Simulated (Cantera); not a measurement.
A freely propagating, adiabatic, planar premixed flame of CH₃OH : O₂ : N₂ = 1 : 1.15 : 4.34 (molar parts), unburnt at 623 K and 10.0 bar; multicomponent transport, grid criteria slope 0.08 and curve 0.16, no radiation.

Cantera simulation using GRI-Mech 3.0 (53 species, 325 reactions); the numbers are that mechanism's predictions, not measurements. GRI-Mech 3.0 was tuned for natural gas; its chemistry of methanol as a main component is partial and can be far from experiment. Burning velocities carry a grid error of a few per cent, more on coarse grids.

x: mole fraction of selected species; z is measured from the peak of heat release.

| z (mm) | T (K) | u (m/s) | x CH₃OH | x O₂ | x CH₂O | x CH₂ | x CH₄ | x NO |
|---|---|---|---|---|---|---|---|---|
| -0.102 | 623 | 1.01 | 0.154 | 0.176 | 1.29e-6 | <1e-8 | 1.67e-7 | <1e-8 |
| -0.0683 | 627 | 1.02 | 0.153 | 0.175 | 1.49e-5 | <1e-8 | 1.30e-6 | <1e-8 |
| -0.0512 | 641 | 1.05 | 0.151 | 0.173 | 9.23e-5 | <1e-8 | 5.51e-6 | <1e-8 |
| -0.0342 | 716 | 1.19 | 0.144 | 0.164 | 0.000697 | <1e-8 | 2.66e-5 | 4.49e-8 |
| -0.0171 | ? | 1.85 | ? | ? | ? | <1e-8 | ? | ? |
| -0.00854 | 1418 | 2.55 | 0.0591 | 0.0915 | 0.0114 | 8.24e-8 | 0.000241 | 1.50e-6 |
| 0 | ? | 3.37 | ? | ? | ? | ? | ? | ? |
| 0.00854 | 1988 | 3.72 | 7.10e-5 | 0.0244 | 0.000216 | 3.92e-6 | 0.000147 | 6.40e-6 |
| 0.0171 | 2075 | 3.86 | 5.38e-7 | 0.0116 | 3.78e-6 | 7.86e-7 | 2.48e-5 | 9.00e-6 |
| 0.0342 | 2166 | 4.00 | 1.17e-8 | 0.00389 | 1.09e-7 | 3.35e-8 | 6.84e-7 | 1.27e-5 |
| 0.0683 | 2238 | 4.11 | <1e-8 | 0.00128 | 1.08e-8 | <1e-8 | <1e-8 | 1.63e-5 |
| 0.137 | 2282 | 4.19 | <1e-8 | 0.000421 | <1e-8 | <1e-8 | <1e-8 | 1.88e-5 |
| 0.273 | 2304 | 4.22 | <1e-8 | 0.000124 | <1e-8 | <1e-8 | <1e-8 | 2.03e-5 |

Question: Some entries are withheld; supply them.

Answer: 
- -0.0171, T (K): 1062
- -0.0171, x CH₃OH: 0.108
- -0.0171, x O₂: 0.129
- -0.0171, x CH₂O: 0.00532
- -0.0171, x CH₄: 0.000127
- -0.0171, x NO: 4.61e-7
- 0, T (K): 1806
- 0, x CH₃OH: 0.00779
- 0, x O₂: 0.0498
- 0, x CH₂O: 0.00699
- 0, x CH₂: 8.26e-6
- 0, x CH₄: 0.000347
- 0, x NO: 3.75e-6
